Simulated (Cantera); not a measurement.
Charge: 1 mol Fe2O3, 1.1 mol O2, 2.1 mol N2, held at 0.133 bar.

Method: chemical equilibrium by Gibbs-energy minimisation in Cantera with the NASA 1993 tables (ideal gas, pure condensed phases). Candidate condensed phases: Fe, FeO, Fe2O3, Fe3O4; 11 gas species. Kinetics and transport are ignored.

Q: Which condensed phases are stable at each of these points (T (°C)): 852, 927, 1002, 1077, 1152, 1227, 1302, 1377?

A: 
```tsv
T (°C)	condensed phases	Fe condensed (%)
852	Fe2O3(s)	100.0
927	Fe2O3(s)	100.0
1002	Fe2O3(s)	100.0
1077	Fe2O3(s)	100.0
1152	Fe2O3(s)	100.0
1227	Fe2O3(s)	100.0
1302	Fe2O3(s)	100.0
1377	Fe3O4(s)	100.0
```

From 852 °C to 1302 °C the condensed part is Fe2O3(s). At 1377 °C the condensed part is Fe3O4(s).
